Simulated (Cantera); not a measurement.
Cantera run:

```python
import numpy as np
import cantera as ct

gas_names = [...]  # 49 gases of nasa_gas.yaml made of B, Cl, H, N, O
cond_names = """
    B(b) B(L) BN(s) B2O3(L) B3O3H3(cr) H2O(s) H2O(L) NH4CL(a) NH4CL(b)
""".split()


# ... load() reads the species with a 1 bar reference pressure and builds the phases ...
atoms = {
    'BN': {'B': 1, 'N': 1},
    'O2': {'O': 2},
    'N2': {'N': 2},
    'HCl': {'H': 1, 'CL': 1},
}
top_T = {'BN(s)': 3200}  # K; cautious upper limits of use, not melting points


# ... equilibrate(T, P, feed) seeds the gas with the atoms and calls Mixture.equilibrate('TP', solver="vcs", rtol=1e-11, max_steps=5000) ...
results = []
feed = {'BN': 1, 'O2': 2, 'N2': 1.8, 'HCl': 77}  # mol
P = 100000  # Pa
for T in [1000, 1075, 1150, 1225, 1300, 1375, 1450, 1525, 1600, 1675]:
    mix = equilibrate(T, P, feed)
    results.append((T, P, feed, dict(zip(mix.species_names, mix.species_moles))))
    x = sorted(zip(gas.X, gas.species_names), reverse=True)
    print(f"T = {T:g} K  P = {P:g} Pa  gas = {mix.phase_moles(0):.4g} mol")
    print("   x: " + "  ".join(f"{s} {v:.3e}" for v, s in x if v > 1e-05))
    print("   condensed (mol): " + ("  ".join(f"{mix.phase(i).name} {mix.phase_moles(i):.4g}"
          for i in range(1, mix.n_phases) if mix.phase_moles(i) > 1e-12) or "none"))
```

Result:

```
T = 1000 K  P = 100000 Pa  gas = 79.3 mol
   x: HCL 9.080e-01  CL2 3.147e-02  H2O 3.127e-02  N2 2.900e-02  H3B3O6 1.540e-04  CL 6.890e-05  O2 1.243e-05
   condensed (mol): B2O3(L) 0.4815
T = 1075 K  P = 100000 Pa  gas = 79.31 mol
   x: HCL 9.080e-01  CL2 3.136e-02  H2O 3.128e-02  N2 2.900e-02  CL 1.955e-04  H3B3O6 1.079e-04  O2 3.334e-05  HBO2 1.989e-05
   condensed (mol): B2O3(L) 0.4863
T = 1150 K  P = 100000 Pa  gas = 79.32 mol
   x: HCL 9.080e-01  H2O 3.121e-02  CL2 3.112e-02  N2 2.899e-02  CL 4.837e-04  H3B3O6 7.819e-05  O2 7.764e-05  HBO2 6.973e-05
   condensed (mol): B2O3(L) 0.4878
T = 1225 K  P = 100000 Pa  gas = 79.36 mol
   x: HCL 9.079e-01  H2O 3.099e-02  CL2 3.064e-02  N2 2.898e-02  CL 1.068e-03  HBO2 2.074e-04  O2 1.591e-04  H3B3O6 5.817e-05
   condensed (mol): B2O3(L) 0.4846
T = 1300 K  P = 100000 Pa  gas = 79.43 mol
   x: HCL 9.076e-01  H2O 3.057e-02  CL2 2.982e-02  N2 2.896e-02  CL 2.142e-03  HBO2 5.381e-04  O2 2.880e-04  H3B3O6 4.405e-05
   condensed (mol): B2O3(L) 0.4728
T = 1375 K  P = 100000 Pa  gas = 79.54 mol
   x: HCL 9.070e-01  H2O 2.985e-02  N2 2.891e-02  CL2 2.852e-02  CL 3.945e-03  HBO2 1.243e-03  O2 4.602e-04  H3B3O6 3.366e-05  BOCL 1.356e-05  BCL3 1.063e-05
   condensed (mol): B2O3(L) 0.4451
T = 1450 K  P = 100000 Pa  gas = 79.72 mol
   x: HCL 9.056e-01  N2 2.884e-02  H2O 2.876e-02  CL2 2.667e-02  CL 6.737e-03  HBO2 2.598e-03  O2 6.459e-04  BOCL 4.565e-05  H3B3O6 2.575e-05  BCL3 1.924e-05  NO 1.008e-05
   condensed (mol): B2O3(L) 0.3894
T = 1525 K  P = 100000 Pa  gas = 80 mol
   x: HCL 9.030e-01  N2 2.874e-02  H2O 2.724e-02  CL2 2.426e-02  CL 1.074e-02  HBO2 4.975e-03  O2 7.909e-04  BOCL 1.370e-04  B2O3 3.586e-05  BCL3 3.358e-05  H3B3O6 1.956e-05  NO 1.617e-05  OH 1.253e-05  B3O3CL3 1.179e-05
   condensed (mol): B2O3(L) 0.2874
T = 1600 K  P = 100000 Pa  gas = 80.39 mol
   x: HCL 8.984e-01  N2 2.860e-02  H2O 2.524e-02  CL2 2.134e-02  CL 1.605e-02  HBO2 8.804e-03  O2 8.353e-04  BOCL 3.735e-04  B2O3 1.466e-04  BCL3 5.731e-05  NO 2.326e-05  OH 2.233e-05  B3O3CL3 2.078e-05  H3B3O6 1.460e-05  CLO 1.012e-05
   condensed (mol): B2O3(L) 0.1123
T = 1675 K  P = 100000 Pa  gas = 80.77 mol
   x: HCL 8.939e-01  N2 2.846e-02  H2O 2.414e-02  CL 2.252e-02  CL2 1.796e-02  HBO2 1.100e-02  O2 8.275e-04  BOCL 6.738e-04  B2O3 2.846e-04  BCL3 6.578e-05  OH 3.769e-05  NO 3.142e-05  BO2 2.096e-05  B3O3CL3 1.328e-05  CLO 1.303e-05  H2 1.294e-05
   condensed (mol): none
```

Equilibrium computed with Cantera from the NASA thermochemical tables; the gas is ideal and each condensed phase is pure. The tables' values for BOCl are old estimates; treat these amounts as uncertain. Gases not in the tables: H3BO3.
